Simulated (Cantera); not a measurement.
A closed system holds: 1 mol SiHCl₃, 2.6 mol CH₄, 400 mol H₂, equilibrated at 750 Torr.

Cantera equilibrium calculation (NASA polynomials, part measured and part estimated; ideal gas, pure solids and liquids). Candidate condensed phases: C, C₆H₆, C₇H₈, C₈H₁₈, Si, SiC; 109 gas species. The numbers say what is thermodynamically allowed, not how fast it happens.

**Question.** Which condensed phases are stable at each of these points (T (°C)): 827, 927, 1027, 1127, 1227, 1327, 1427?

**Answer.** 
```
T (°C)      condensed phases  Si condensed (%)
------  --------------------  ----------------
827                   SiC(s)              99.2
927                   SiC(s)              99.9
1027                  SiC(s)              99.9
1127                  SiC(s)             100.0
1227    C(graphite) + SiC(s)              99.9
1327    C(graphite) + SiC(s)              99.9
1427    C(graphite) + SiC(s)              99.9
```

From 827 °C to 1127 °C the condensed part is SiC(s). From 1227 °C to 1427 °C the condensed part is C(graphite) + SiC(s).
